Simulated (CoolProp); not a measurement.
Vapour-liquid equilibrium of propylene (1) + R114 (2) at 6.25 °C; x and y are mole fractions of (1).

The numbers come from the multi-fluid Helmholtz-energy mixture model, Lemmon 2013 and Platzer 1990; pair parameters Bell 2016 in CoolProp. This equation is an older, rougher fit; its heat capacities, sound speeds and derivatives of the liquid may be far off and weren't checked against measurements.

```tsv
x	bubble pressure (bar)	y at the bubble point	dew pressure at overall composition x (bar)	liquid density (mol/L)
0.05	1.526	0.291	1.174	8.977
0.2	2.698	0.644	1.371	9.415
0.35	3.722	0.776	1.647	9.890
0.5	4.580	0.847	2.058	10.41
0.65	5.320	0.895	2.730	11.00
0.8	6.018	0.937	3.982	11.67
0.95	6.747	0.983	6.229	12.46
```

No azeotrope shows between x = 0.05 and 0.95.

The pair parameters rest on a limited set of measurements; away from them the model extrapolates.
